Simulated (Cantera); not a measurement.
Input (Python, Cantera) and output of one run.

```python
import numpy as np
import cantera as ct

gas_names = """
    CL CL2 H HCL H2 Si SiCL SiCL2 SiCL3 SiCL4 SiH SiHCL3 SiH2 SiH2CL2 SiH3 SiH3CL SiH4 Si2 Si3
""".split()
cond_names = """
    Si(cr) Si(L)
""".split()


# ... load() reads the species with a 1 bar reference pressure and builds the phases ...
atoms = {
    'SiCl4': {'Si': 1, 'CL': 4},
    'HCl': {'H': 1, 'CL': 1},
    'H2': {'H': 2},
}
top_T = {}  # K; cautious upper limits of use, not melting points


# ... equilibrate(T, P, feed) seeds the gas with the atoms and calls Mixture.equilibrate('TP', solver="vcs", rtol=1e-11, max_steps=5000) ...
results = []
feed = {'SiCl4': 1, 'HCl': 1.2, 'H2': 2.2}  # mol
T = 1498.15  # K
P = 530000  # Pa
mix = equilibrate(T, P, feed)
results.append((T, P, feed, dict(zip(mix.species_names, mix.species_moles))))
print(gas.report(threshold=0.001))
for i in range(1, mix.n_phases):
    print(f"{mix.phase(i).name:16s} {mix.phase_moles(i):12.5e} mol")
```

It prints:

```
       temperature   1498.2 K
          pressure   5.3e+05 Pa
           density   2.0743 kg/m^3
  mean mol. weight   48.751 kg/kmol
   phase of matter   gas

                          1 kg             1 kmol
                     ---------------   ---------------
          enthalpy       -2.2614e+06       -1.1025e+08  J
   internal energy       -2.5169e+06        -1.227e+08  J
           entropy            5376.7        2.6212e+05  J/K
    Gibbs function       -1.0316e+07       -5.0294e+08  J
 heat capacity c_p             999.3             48717  J/K
 heat capacity c_v            828.75             40402  J/K

                      mass frac. Y      mole frac. X     chem. pot. / RT
                     ---------------   ---------------   ---------------
               HCL            0.2442           0.32654           -32.261
                H2          0.018604           0.44989            -17.73
             SiCL2          0.013758          0.006776           -56.095
             SiCL3          0.052789          0.019143           -79.491
             SiCL4           0.60151           0.17261           -102.89
            SiHCL3          0.067983           0.02447           -88.356
     [  +13 minor]         0.0011491        0.00056279

Si(cr)            0.00000e+00 mol
```

These are equilibrium values from Cantera (NASA tables, ideal gas, pure condensed phases), not measurements of a reactor. The tables' values for SiCl3 are old estimates; treat these amounts as uncertain.
